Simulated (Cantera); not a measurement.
Feed: 1 mol AlN, 0.031 mol HCl, 2.2 mol O2, equilibrated at 1223.15 K and 0.133 bar.

Method: chemical equilibrium by Gibbs-energy minimisation in Cantera with the NASA 1993 tables (ideal gas, pure condensed phases). Candidate condensed phases: Al, AlCl3, AlN, Al2O3, H2O, NH4Cl; 45 gas species. Equilibrium is a limit: real reactors are often held back by kinetics, nucleation or transport.

Base state: O2 0.731, N2 0.252, HCl 0.0114, H2O 0.00212, Cl2 0.00177, Cl 0.000690, NO 0.000246 (mole fractions); condensed: Al2O3(s).

What changes in the equilibrium state with this change: pressure from 0.133 bar to 0.810 bar?


| species | before | after |
|---|---|---|
| O2 | 0.731 | 0.731 |
| N2 | 0.252 | 0.253 |
| HCl | 0.0114 | 0.0101 |
| Cl2 | 0.00177 | 0.00261 |
| H2O | 0.00212 | 0.00278 |
| Cl | 0.000690 | 0.000340 |
| NO | 0.000246 | 0.000246 |
| Al2O3(s), mol | 0.500 | 0.500 |
